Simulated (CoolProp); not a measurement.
Vapour-liquid equilibrium of n-butane (1) + acetone (2) at 0.149 MPa; x and y are mole fractions of (1).

The numbers come from the multi-fluid Helmholtz-energy mixture model, Bücker 2006 and Lemmon 2006; pair parameters Bell 2016 in CoolProp.

Q: Give the bubble temperature and the first vapour's composition at x = 0.05, 0.65, 0.95. Is there an azeotrope?

A: x = 0.05: 48.5 °C, y = 0.489; x = 0.65: 13.0 °C, y = 0.907; x = 0.95: 10.5 °C, y = 0.969. No azeotrope shows between x = 0.05 and 0.95.

The pair parameters rest on a limited set of measurements; away from them the model extrapolates. With so large a gap from Raoult's law the liquid may split in two, which this calculation doesn't test in full.
